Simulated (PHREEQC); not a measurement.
Dissolve 0.29 mol HF, 0.098 mol Na2SO4 and 0.083 mol NaCl per kg of water at 25 °C. Closed to the air; pH follows from the charge balance.

The numbers come from PHREEQC with the ion-association model, phreeqc.dat.

Each row changes one thing in this solution. No solid was allowed to form.

| case | pH | ionic strength (mol/kgw) | Na+ (mol/kgw) | HF (mol/kgw) | SO4-2 (mol/kgw) | F- (mol/kgw) | SI of Halite (NaCl) |
|---|---|---|---|---|---|---|---|
| as made | 1.90 | 0.333 | 0.260 | 0.233 | 0.0569 | 0.0201 | -3.54 |
| 0.15 mol/kgw (NH4)2HPO4 added | 3.04 | 0.585 | 0.258 | 0.0880 | 0.0541 | 0.118 | -3.58 |
| 0.38 mol/kgw NaOH added | ___ | 0.652 | 0.590 | ___ | 0.0621 | 0.257 | -3.22 |
| diluted 10-fold with water | 2.45 | ___ | 0.0273 | 0.0228 | 0.00770 | 0.00520 | -5.37 |
| NaCl from 0.083 to 0.0747 mol/kgw | 1.90 | 0.325 | 0.252 | 0.233 | 0.0571 | 0.0201 | -3.60 |
| Na2SO4 from 0.098 to 0.147 mol/kgw | 1.94 | 0.443 | 0.343 | 0.227 | 0.0858 | 0.0226 | -3.44 |
| Na2SO4 from 0.098 to 0.0098 mol/kgw | 1.75 | ___ | 0.101 | 0.252 | 0.00502 | 0.0130 | -3.88 |

Some entries are withheld; supply them.


- 0.38 mol/kgw NaOH added, pH: 12.74
- 0.38 mol/kgw NaOH added, HF (mol/kgw): 3.66e-11
- diluted 10-fold with water, ionic strength (mol/kgw): 0.0392
- Na2SO4 from 0.098 to 0.0098 mol/kgw, ionic strength (mol/kgw): 0.128

Complexes and solids missing from the database can't appear.
